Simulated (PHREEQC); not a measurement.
**Reverse-osmosis permeate (model solution)**

Model water analysis in mg/L, 70 °C, pH 6.84, pe 1.9:

```csv
constituent,mg/L
Na,4.98
K,3.03
Ca,1.17
Mg,0.369
Cl,7.44
S(6) as SO4,3.03
Alkalinity as HCO3,6.45
B,0.00084
```

Na is adjusted to close the charge balance.
Valence states are taken as typed.

Computed with PHREEQC (ion-association model, phreeqc.dat).

Precipitation was switched off in this run.

Task: Estimate the specific conductance.

Result: specific conductance 101 µS/cm.

Task: In which forms is C present?

Result: HCO3- 78 %, CO2 22 % of the C.

Species that the database lacks are ignored. Constants without temperature data keep their 25 °C values here.
